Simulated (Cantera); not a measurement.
Feed: 1 mol V, 12 mol N2O, equilibrated at 925 K and 1.00 bar.

Cantera equilibrium calculation (NASA polynomials, part measured and part estimated; ideal gas, pure solids and liquids). Candidate condensed phases: V, VN, VO, V2O3, V2O4, V2O5; 13 gas species. Condensed phases not in the tables: the oxides between V2O3 and V2O5 other than VO2. Gases not in the tables: V4O10. Kinetics and transport are ignored.

Base state: N2 0.716, O2 0.284, NO 1.42e-5 (mole fractions); condensed: V2O5(s).

Problem. What changes in the equilibrium state with this change: temperature from 925 K to 1923 K?

Solution. 
```tsv
species	before	after
N2	0.716	0.702
O2	0.284	0.291
NO	1.42e-5	0.00682
VO2	<1e-9	0.000187
O	<1e-9	0.000195
NO2	1.57e-6	1.59e-5
V2O5(s), mol	0.500	0
V2O4(l), mol	0	0.498
```
